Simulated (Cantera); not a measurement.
Standard-state values (1 bar) from the NASA 1993 polynomials, evaluated with Cantera. Values are per mole of reaction as written; species without (g) are pure solids or liquids, kept so even where they would boil at 1 bar.

S + 2 Na = Na₂S, with ΔH° = -366.1 kJ and ΔS° = -38.4 J/K at 300 K.

Task: How far is the shortcut ΔG° ≈ ΔH°(300 K) − T·ΔS°(300 K) from the full temperature-dependent value at 748, 798, 848, 898, 948, 998, 1048 K?

Result: 
```tsv
T (K)	shortcut (kJ)	full (kJ)	difference (kJ)	difference in log10 K	condensed phases
748	-337.4	-328.3	-9.1	0.63	S(l), Na(l), Na₂S(s)
798	-335.5	-325.1	-10.4	0.68	S(l), Na(l), Na₂S(s)
848	-333.5	-321.8	-11.7	0.72	S(l), Na(l), Na₂S(s)
898	-331.6	-318.6	-13.0	0.76	S(l), Na(l), Na₂S(s)
948	-329.7	-315.4	-14.3	0.79	S(l), Na(l), Na₂S(s)
998	-327.8	-312.1	-15.7	0.82	S(l), Na(l), Na₂S(s)
1048	-325.8	-308.9	-17.0	0.85	S(l), Na(l), Na₂S(s)
```
The shortcut ignores heat capacities and the phase changes listed.
